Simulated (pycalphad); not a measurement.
An equivalent pycalphad script:

```python
from pycalphad import Database, equilibrium, calculate, variables as v
import numpy as np
db = Database('COST507.tdb')
comps = ['AL', 'SI', 'CU', 'VA']
phases = ['ALCU_DELTA', 'ALCU_EPSILON', 'ALCU_ETA', 'ALCU_PRIME', 'ALCU_THETA', 'ALCU_ZETA', 'BCC_A2', 'CU19SI6_ETA', 'CU33SI7_DELTA', 'CU4SI_EPSILON', 'CU56SI11_GAMMA', 'DIAMOND_A4', 'FCC_A1', 'GAMMA_D83', 'GAMMA_H', 'HCP_A3', 'LIQUID']
eq = equilibrium(db, comps, phases, {v.X('SI'): 0.0472, v.X('CU'): 0.0086, v.T: np.arange(1850, 499, -50), v.P: 101325, v.N: 1}, output=['HM', 'SM'])
```

All values are pycalphad results on the COST 507 light-alloy database (1999) (1 atm), not direct measurements. The data set is of 1999 and partly superseded. Not assessed as a whole: an extrapolation from subsystems, which can miss ternary compounds. Amounts are mole fractions of atoms.

Results at three of the temperatures:

```
T = 1850.00 K, P = 101325 Pa, N = 1 mol of atoms
G = -117498 J/mol, H = 58558 J/mol, S = 95.17 J/(mol K)  (SER reference)
chemical potentials (J/mol): Al -115312, Si -141908, Cu -223516
phase             fraction      x(Al)      x(Si)      x(Cu)
LIQUID              1.0000     0.9442     0.0472     0.0086
```

```
T = 1400.00 K, P = 101325 Pa, N = 1 mol of atoms
G = -76555 J/mol, H = 44401 J/mol, S = 86.40 J/(mol K)  (SER reference)
chemical potentials (J/mol): Al -75074, Si -89787, Cu -166492
phase             fraction      x(Al)      x(Si)      x(Cu)
LIQUID              1.0000     0.9442     0.0472     0.0086
```

```
T = 1200.00 K, P = 101325 Pa, N = 1 mol of atoms
G = -59748 J/mol, H = 38111 J/mol, S = 81.55 J/(mol K)  (SER reference)
chemical potentials (J/mol): Al -58593, Si -67838, Cu -142150
phase             fraction      x(Al)      x(Si)      x(Cu)
LIQUID              1.0000     0.9442     0.0472     0.0086
```

Changes of the phase set, refined by bisection:

| T (°C) | phases above | phases below |
|---|---|---|
| 625.0 | liquid | fcc + liquid |
| 568.6 | fcc + liquid | diamond (Si) + fcc + liquid |
| 545.5 | diamond (Si) + fcc + liquid | diamond (Si) + fcc |
| 429.4 | diamond (Si) + fcc | ALCU_THETA + diamond (Si) + fcc |

Database names, with the compositions (at.%) that they take in these runs: ALCU_THETA: Al 67 Cu 33.
